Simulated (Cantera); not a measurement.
A perfectly stirred reactor is fed with H2 : O2 = 0.21 : 1 (molar parts), equivalence ratio 0.10, at 4.50 Torr; it is held at 1175 K, and followed from long to short residence time.

Cantera simulation using the H2/O2 subset of GRI-Mech 3.0, which has no nitrogen chemistry; the numbers are that mechanism's predictions, not measurements. Radical loss at walls, strong at low pressure, is not modelled. The temperature is held fixed by assumption; the heat of reaction is taken as removed at once.

x: mole fraction; the columns are a selection and need not sum to one.

```
τ (s)      x H2   x O2        x OH      x H      x O
------  -------  -----  ----------  -------  -------
0.95    0.00129  0.800  (withheld)  0.00242  0.00815
0.55    0.00179  0.797  (withheld)  0.00405   0.0114
0.32    0.00246  0.791  (withheld)  0.00664   0.0158
0.18    0.00340  0.784  (withheld)   0.0109   0.0219
0.11    0.00441  0.776  (withheld)   0.0161   0.0283
0.061   0.00586  0.766  (withheld)   0.0242   0.0367
0.035   0.00748  0.755  (withheld)   0.0329   0.0445
0.020   0.00946  0.747     0.00819   0.0414   0.0506
0.012    0.0119  0.741     0.00878   0.0479   0.0538
0.0067   0.0158  0.739     0.00948   0.0531   0.0544
```

### Question
What belongs in the gaps?

### Answer

- 0.95, x OH: 0.00322
- 0.55, x OH: 0.00382
- 0.32, x OH: 0.00450
- 0.18, x OH: 0.00529
- 0.11, x OH: 0.00599
- 0.061, x OH: 0.00682
- 0.035, x OH: 0.00753
